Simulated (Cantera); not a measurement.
Cantera run:

```python
import numpy as np
import cantera as ct

gas_names = """
    CL CL2 H HCL H2 Si SiCL SiCL2 SiCL3 SiCL4 SiH SiHCL3 SiH2 SiH2CL2 SiH3 SiH3CL SiH4 Si2 Si3
""".split()
cond_names = """
    Si(cr) Si(L)
""".split()


def load(file, names, dense=False):
    # The tables refer to 1 bar. Condensed volumes are neglected.
    table = {s.name: s for s in ct.Species.list_from_file(file)}
    out = []
    for n in names:
        d = dict(table[n].input_data)
        d["thermo"] = dict(d["thermo"], **{"reference-pressure": 1e5})
        if dense:
            d["equation-of-state"] = {"model": "constant-volume", "density": "1e6 g/cm^3"}
        out.append(ct.Species.from_dict(d))
    return out


gas = ct.Solution(thermo="ideal-gas", species=load("nasa_gas.yaml", gas_names))
cond = {s.name: ct.Solution(thermo="fixed-stoichiometry", species=[s], name=s.name)
        for s in load("nasa_condensed.yaml", cond_names, dense=True)}
atoms = {
    'SiCl4': {'Si': 1, 'CL': 4},
    'HCl': {'H': 1, 'CL': 1},
    'H2': {'H': 2},
    'Cl2': {'CL': 2},
}
top_T = {}  # K; cautious upper limits of use, not melting points


def equilibrate(T, P, feed):
    n = {}
    for name, mol in feed.items():
        for a, k in atoms[name].items():
            n[a] = n.get(a, 0.0) + k * mol
    gas.TPX = T, P, n
    mass = sum(n.values()) * gas.mean_molecular_weight
    gas.equilibrate("TP")
    valid = [c for c in cond.values() if c.min_temp <= T <= top_T.get(c.name, c.max_temp)]
    mix = ct.Mixture([(gas, mass / gas.mean_molecular_weight)] + [(c, 0.0) for c in valid])
    mix.T, mix.P = T, P
    mix.equilibrate("TP", solver="vcs", rtol=1e-11, max_steps=5000)
    return mix


results = []
feed = {'SiCl4': 1, 'HCl': 0.87, 'H2': 0.25, 'Cl2': 1.2}  # mol
T = 1375  # K
P = 13332.2  # Pa
mix = equilibrate(T, P, feed)
results.append((T, P, feed, dict(zip(mix.species_names, mix.species_moles))))
print(gas.report(threshold=0.001))
for i in range(1, mix.n_phases):
    print(f"{mix.phase(i).name:16s} {mix.phase_moles(i):12.5e} mol")
```

Result:

```
       temperature   1375 K
          pressure   13332 Pa
           density   0.099215 kg/m^3
  mean mol. weight   85.077 kg/kmol
   phase of matter   gas

                          1 kg             1 kmol
                     ---------------   ---------------
          enthalpy       -2.0219e+06       -1.7202e+08  J
   internal energy       -2.1563e+06       -1.8345e+08  J
           entropy            4064.6         3.458e+05  J/K
    Gibbs function       -7.6107e+06        -6.475e+08  J
 heat capacity c_p            657.41             55931  J/K
 heat capacity c_v            559.68             47616  J/K

                      mass frac. Y      mole frac. X     chem. pot. / RT
                     ---------------   ---------------   ---------------
                CL          0.013723          0.032935           -16.699
               CL2           0.22081           0.26497           -33.398
               HCL           0.17392           0.40585           -36.137
             SiCL4           0.59153           0.29624           -109.95
     [  +15 minor]        1.0957e-05        6.9443e-06

Si(cr)            0.00000e+00 mol
```

Method: chemical equilibrium by Gibbs-energy minimisation in Cantera with the NASA 1993 tables (ideal gas, pure condensed phases).
